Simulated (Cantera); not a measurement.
## Ignition delay

Mixture: 8.18 % CH4, 16.4 % O2, 61.5 % N2, 13.9 % H2O, equivalence ratio 1.0, at 13.0 bar, adiabatic and at constant volume. Ignition delay is the time to a rise of 400 K.

Computed with Cantera and GRI-Mech 3.0 (53 species, 325 reactions). The pressure lies above the range GRI-Mech 3.0 was tuned for (to about 10 atm).

| T0 (K) | delay (ms) |
|---|---|
| 1400 | 0.444 |
| 1475 | 0.219 |
| 1550 | 0.110 |
| 1625 | 0.0568 |
| 1700 | 0.0300 |

| Quantity | Result |
|---|---|
| apparent activation energy between 1550 and 1700 K | 190 kJ/mol |
